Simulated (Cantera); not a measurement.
What does this Cantera script print?

```python
import numpy as np
import cantera as ct

gas = ct.Solution("gri30.yaml")
gas.TPX = 600, 160000, {'CH4': 1, 'CO': 0.32, 'O2': 2.3, 'N2': 8.64}
flame = ct.FreeFlame(gas, width=0.029)
flame.set_refine_criteria(ratio=3, slope=0.08, curve=0.16)
flame.transport_model = "mixture-averaged"
flame.solve(loglevel=0, auto=True)
flame.transport_model = "multicomponent"
flame.soret_enabled = True
flame.solve(loglevel=0, refine_grid=True)
z, T = flame.grid, flame.T
thick = (T[-1] - T[0]) / np.gradient(T, z).max()
show = ['CH4', 'CO', 'O2', 'C2H', 'HCN', 'OH']
print(f"laminar burning velocity  {flame.velocity[0] * 100:.3f} cm/s")
print(f"burnt temperature         {T[-1]:.1f} K")
print(f"thermal thickness         {thick * 1e3:.4f} mm")
print(f"grid points               {len(z)}")
z0 = z[flame.heat_release_rate.argmax()]
print(f"{'z/mm':>9s}{'T/K':>9s}{'u/(m/s)':>9s}" + "".join(f"{s:>11s}" for s in show))
rows = []
for k in (-3, -2, -1.5, -1, -0.5, -0.25, 0, 0.25, 0.5, 1, 2, 4, 8):
    zz = z0 + k * thick
    rows.append([k * thick, np.interp(zz, z, T), np.interp(zz, z, flame.velocity),
                 *(np.interp(zz, z, flame.X[gas.species_index(s)]) for s in show)])
    print(f"{rows[-1][0] * 1e3:9.3f}{rows[-1][1]:9.1f}{rows[-1][2]:9.3f}" + "".join(f"{x:11.3e}" for x in rows[-1][3:]))
```

Output:

```
laminar burning velocity  117.202 cm/s
burnt temperature         2368.5 K
thermal thickness         0.2282 mm
grid points               147
     z/mm      T/K  u/(m/s)        CH4         CO         O2        C2H        HCN         OH
   -0.685    600.1    1.173  8.152e-02  2.609e-02  1.875e-01  9.928e-18  1.087e-11  1.917e-12
   -0.456    601.1    1.176  8.131e-02  2.608e-02  1.873e-01  2.710e-17  2.005e-10  2.798e-10
   -0.342    606.5    1.188  8.065e-02  2.614e-02  1.869e-01 -3.085e-18  1.678e-09  9.604e-09
   -0.228    647.2    1.271  7.724e-02  2.685e-02  1.843e-01  5.561e-17  2.005e-08  5.229e-07
   -0.114    968.7    1.920  5.760e-02  3.485e-02  1.591e-01  3.885e-12  3.129e-07  3.900e-05
   -0.057   1360.9    2.722  3.306e-02  4.749e-02  1.212e-01  2.084e-09  9.184e-07  3.667e-04
    0.000   1753.4    3.532  7.960e-03  5.973e-02  7.422e-02  1.158e-07  1.990e-06  2.682e-03
    0.057   1921.1    3.864  5.407e-04  5.442e-02  4.647e-02  6.669e-08  1.621e-06  7.055e-03
    0.114   1978.1    3.959  1.815e-05  4.364e-02  3.665e-02  2.338e-09  5.666e-07  9.145e-03
    0.228   2048.4    4.072  3.111e-08  3.254e-02  3.073e-02  1.796e-12  5.342e-08  9.930e-03
    0.456   2133.8    4.217  1.012e-12  2.598e-02  2.686e-02  3.769e-17  7.947e-10  9.687e-03
    0.913   2221.7    4.368 -2.022e-15  2.129e-02  2.348e-02 -1.213e-16  7.133e-12  8.681e-03
    1.826   2294.6    4.489  1.946e-16  1.654e-02  2.042e-02  7.703e-18  7.039e-12  7.369e-03
```

Computed with Cantera and GRI-Mech 3.0 (53 species, 325 reactions). Burning velocities carry a grid error of a few per cent, more on coarse grids.
